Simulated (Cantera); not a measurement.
**Equilibrium for oxide etching and cleaning by halides: SiO₂ + NF₃ + H₂**

Charge: 1 mol SiO₂, 7.5 mol NF₃, 50 mol H₂, equilibrated at 0.0410 bar.

Equilibrium computed with Cantera from the NASA thermochemical tables; the gas is ideal and each condensed phase is pure. Candidate condensed phases: H₂O, Si, SiO₂, Si₂N₂O, Si₃N₄; 58 gas species. The tables' values for SiF₃ are old estimates; treat these amounts as uncertain. The tables hold silica as quartz up to 1696 K and as liquid above; real silica turns to tridymite and cristobalite and melts near 1996 K. Equilibrium is a limit: real reactors are often held back by kinetics, nucleation or transport.

```
T (°C)   x H₂   x HF    x N₂   x H₂O  x SiF₄       x H  n SiO₂(β-quartz)
------  -----  -----  ------  ------  ------  --------  ----------------
975     0.605  0.289  0.0586  0.0312  0.0156   1.79e-6                 0
1025    0.605  0.289  0.0586  0.0312  0.0156   4.12e-6                 0
1075    0.605  0.289  0.0586  0.0312  0.0156   8.89e-6                 0
1125    0.605  0.289  0.0586  0.0312  0.0156   1.82e-5                 0
1175    0.605  0.289  0.0586  0.0312  0.0156   3.54e-5                 0
1225    0.605  0.289  0.0586  0.0312  0.0155   6.60e-5                 0
1275    0.605  0.292  0.0585  0.0298  0.0148  0.000118            0.0445
```
x: gas mole fraction; n: condensed amount in mol.

From 975 °C to 1225 °C nothing is condensed. At 1275 °C the condensed part is SiO₂(β-quartz). The main Si-bearing gas is SiF₄ throughout.
